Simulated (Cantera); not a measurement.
A closed system holds: 1 mol AlN, 0.13 mol O2, 69 mol N2, equilibrated at 900 K and 100 Torr.

Method: chemical equilibrium by Gibbs-energy minimisation in Cantera with the NASA 1993 tables (ideal gas, pure condensed phases). Candidate condensed phases: Al, AlN, Al2O3; 16 gas species. Kinetics and transport are ignored.

Base state: N2 1.00 (mole fractions); condensed: AlN(s) + Al2O3(s).

Q: What changes in the equilibrium state with this change: AlN replaced by BN?

A: 
```tsv
species	before	after
N2	1.00	1.00
AlN(s), mol	0.827	0
Al2O3(s), mol	0.0867	0
BN(s), mol	0	0.827
B2O3(l), mol	0	0.0867
```
Further candidate phases: B, BN, B2O3.

Q: What changes in the equilibrium state with this change: temperature from 900 K to 2075 K?

A: 
```csv
species,before,after
N2,1.00,0.997
Al,<1e-9,0.00166
Al2O,<1e-9,0.00127
"AlN(s), mol",0.827,0.594
"Al2O3(s), mol",0.0867,0.0572
```
Mutual solubility and eutectic melting of coexisting phases are not modelled. Condensed phases not in the tables: aluminium oxynitride.
